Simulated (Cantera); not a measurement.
A closed system holds: 1 mol Ti, a varied amount of C3H8, at 1675 °C and 740 Pa.

Equilibrium computed with Cantera from the NASA thermochemical tables; the gas is ideal and each condensed phase is pure. Candidate condensed phases: C, C6H6, C7H8, C8H18, Ti, TiC; 77 gas species. Mutual solubility and eutectic melting of coexisting phases are not modelled. TiC: taken at fixed stoichiometry. Condensed phases not in the tables: N, O or C dissolved in the metal. Kinetics and transport are ignored.

Q: At 0.26 mol C3H8, list the 3 most abundant gas species with their mole fractions, and the condensed phases.

A: H2 0.986, H 0.0131, Ti 0.000666. Condensed: Ti(l) + TiC(s).
